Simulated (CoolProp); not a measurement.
Ethylbenzene along the isotherm 620 K: density (kg/m³) from the reference equation and from simpler models built on Tc = 617.1 K, pc = 3.622 MPa, ω = 0.304; each cubic takes its own stable root.

The numbers come from the reference Helmholtz-energy equation of state, Zhou 2012 in CoolProp.

```
p (MPa)          phase  reference  ideal gas  Redlich-Kwong
-------  -------------  ---------  ---------  -------------
0.0286             gas     0.5907     0.5890         0.5906
0.0483             gas     0.9994     0.9947         0.9992
0.0816             gas      1.694      1.681          1.693
0.138              gas      2.881      2.842          2.879
0.232              gas      4.890      4.778          4.885
0.392              gas        ___      8.073          8.385
0.662              gas      14.61      13.63          14.57
1.12               gas      26.12      23.07          25.97
1.88               gas      49.02      38.72            ___
3.18               gas        ___      65.49          111.0
5.37     supercritical      474.5      110.6          381.8
9.06     supercritical      531.7      186.6          452.0
```

Question: Complete the blanks.

Answer: 
- 0.392, reference: 8.401
- 1.88, Redlich-Kwong: 48.42
- 3.18, reference: 116.1
